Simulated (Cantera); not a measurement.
What does this Cantera script print?

```python
import numpy as np
import cantera as ct

gas = ct.Solution("gri30.yaml")
gas.TPX = 1200, 1333, {'N2O': 1, 'H2': 0.0022, 'N2': 1.4}
inlet = ct.Reservoir(gas, clone=True)

reactor = ct.IdealGasConstPressureReactor(gas, energy="off", clone=False)
exhaust = ct.Reservoir(gas, clone=True)
tau = [28, 8.8, 2.8, 0.88, 0.28, 0.088, 0.028, 0.0089][0]
for a, b in ((inlet, reactor), (reactor, exhaust)):
    ct.MassFlowController(a, b, mdot=lambda t: reactor.mass / tau)
net = ct.ReactorNet([reactor])
show = ['N2O', 'H2', 'NO', 'H2O2', 'OH']

rows = []
print(f"{'tau/s':>10s}{'T/K':>9s}" + "".join(f"{s:>11s}" for s in show))
for tau in [28, 8.8, 2.8, 0.88, 0.28, 0.088, 0.028, 0.0089]:
    net.initial_time = 0.0
    net.advance(30 * tau)
    before = gas.X
    net.advance(40 * tau)
    drift = np.max(np.abs(gas.X - before) / (gas.X + 1e-9))
    rows.append([gas.T, *gas[show].X, drift])
    print(f"{tau:10.3e}{gas.T:9.1f}" + "".join(f"{x:11.3e}" for x in gas[show].X))
```

Result:

```
     tau/s      T/K        N2O         H2         NO       H2O2         OH
 2.800e+01   1200.0  3.247e-01  2.051e-05  7.478e-03  3.605e-11  4.464e-06
 8.800e+00   1200.0  3.818e-01  5.370e-05  2.718e-03  1.202e-10  5.441e-06
 2.800e+00   1200.0  4.042e-01  1.312e-04  8.894e-04  8.881e-10  6.508e-06
 8.800e-01   1200.0  4.120e-01  2.979e-04  2.770e-04  5.779e-09  7.259e-06
 2.800e-01   1200.0  4.148e-01  5.519e-04  8.894e-05  1.793e-08  7.266e-06
 8.800e-02   1200.0  4.158e-01  7.786e-04  2.927e-05  1.965e-08  6.120e-06
 2.800e-02   1200.0  4.161e-01  8.843e-04  9.487e-06  4.560e-09  3.749e-06
 8.900e-03   1200.0  4.162e-01  9.111e-04  2.772e-06  1.658e-10  1.530e-06
```

Model: GRI-Mech 3.0 (53 species, 325 reactions), integrated in Cantera. GRI-Mech 3.0 was tuned for natural gas; its chemistry of N2O as a main component is partial and can be far from experiment. Radical loss at walls, strong at low pressure, is not modelled. The mechanism lacks the step 2 NO + O2 → 2 NO2, which can matter for NO2 below about 1400 K. The temperature is held fixed by assumption; the heat of reaction is taken as removed at once.
